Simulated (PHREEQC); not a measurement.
Model water analysis in mmol/kgw, 10 °C, pH 3.39, pe 11.8: Na 15.2; K 7.36; Ca 3.43; Mg 4.04; Cl 10.7; S(6) 15.2; Zn 0.187; Al 0.00548; Si 0.219; Fe(3) 0.0656; Br 0.296.

Valence states are taken as typed.

Computed with PHREEQC (ion-association model, phreeqc.dat).

Precipitation was switched off in this run.

Order these Al species by the share of Al that they hold, largest first: Al(SO4)2-, AlSO4+, Al+3.

AlSO4+ (71 %), Al+3 (17 %), Al(SO4)2- (12 %)

Order these S species by the share of S that they hold, largest first: SO4-2, NaSO4-, MgSO4, CaSO4, KSO4-.

SO4-2 (79 %), MgSO4 (7.9 %), CaSO4 (6.6 %), NaSO4- (2.5 %), KSO4- (1.4 %)

The pH is 3.39 and the ionic strength 0.0521 mol/kgw. Examples of supersaturated solids here: Jarosite-K, Hematite (slow to form). Others may be too. Constants without temperature data keep their 25 °C values here.
